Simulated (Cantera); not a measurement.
Charge: 1 mol BN, 1.4 mol H₂O, 0.45 mol N₂, at 1450 K and 1330 Pa.

These are equilibrium values from Cantera (NASA tables, ideal gas, pure condensed phases), not measurements of a reactor. Candidate condensed phases: B, BN, B₂O₃, B₃O₃H₃, H₂O; 39 gas species. Mutual solubility and eutectic melting of coexisting phases are not modelled. Kinetics and transport are ignored.

Base state: H₂ 0.600, N₂ 0.394, HBO₂ 0.00382, HBO 0.00109, H₂O 0.000829, B₂O₃ 0.000564, H 6.34e-5, B₂O₂ 1.71e-5 (mole fractions); condensed: BN(s) + B₂O₃(l).

**Question.** What changes in the equilibrium state with this change: pressure from 1330 Pa to 10000 Pa?

**Answer.** 
```csv
species,before,after
H₂,0.600,0.601
N₂,0.394,0.395
HBO₂,0.00382,0.00196
HBO,0.00109,0.000286
B₂O₂,1.71e-5,1.16e-6
B₂O₃,0.000564,7.51e-5
"BN(s), mol",0.0700,0.0705
"B₂O₃(l), mol",0.458,0.462
```
Gases not in the tables: H₃BO₃.
